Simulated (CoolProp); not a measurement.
Model: reference Helmholtz-energy equation of state, Thol 2018, in CoolProp.

Problem. Give the vapour pressure (kPa), liquid density (kg/m³), enthalpy of vaporisation (kJ/kg) of saturated hydrogen chloride at 276.7 K.

Solution. 
| T (K) | p (kPa) | liquid density (kg/m³) | enthalpy of vaporisation (kJ/kg) |
|---|---|---|---|
| 276.7 | 2840 | 913 | 303 |
